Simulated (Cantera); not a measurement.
Mixture: CO : H2 : O2 : N2 = 1 : 0.29 : 0.307 : 1.9 (molar parts), equivalence ratio 2.1, at 1000000 Pa, adiabatic and at constant pressure. Ignition delay is the time to a rise of 400 K.

Cantera simulation using GRI-Mech 3.0 (53 species, 325 reactions); the numbers are that mechanism's predictions, not measurements. The hydrogen kinetics of GRI-Mech 3.0 are dated; newer H2 mechanisms differ, most at raised pressure. Where the delays flatten at high temperature, the 400 K rule measures the pace of heat release, not the induction time.

### Question
Predict: delay at 1150 K; delay at 1300 K; delay at 1450 K; delay at 1600 K; delay at 1750 K.

### Answer
```json
{
  "delay at 1150 K": "88.0 µs",
  "delay at 1300 K": "9.20 µs",
  "delay at 1450 K": "3.96 µs",
  "delay at 1600 K": "2.55 µs",
  "delay at 1750 K": "1.98 µs"
}
```
